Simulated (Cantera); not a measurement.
A freely propagating, adiabatic, planar premixed flame of CH4 : H2 : O2 : N2 = 1 : 0.13 : 1.59 : 5.97 (molar parts), equivalence ratio 1.3, unburnt at 350 K and 5.70 bar; multicomponent+Soret transport, grid criteria slope 0.08 and curve 0.16, no radiation.

Model: GRI-Mech 3.0 (53 species, 325 reactions), integrated in Cantera. Burning velocities carry a grid error of a few per cent, more on coarse grids.

Q: Predict: laminar burning velocity; thermal thickness; peak x(CO); peak x(CH2O); peak x(OH).

A: 
| Property | Result |
|---|---|
| laminar burning velocity | 13.9 cm/s |
| thermal thickness | 0.222 mm |
| peak x(CO) | 0.0616 |
| peak x(CH2O) | 0.00127 |
| peak x(OH) | 0.000590 |
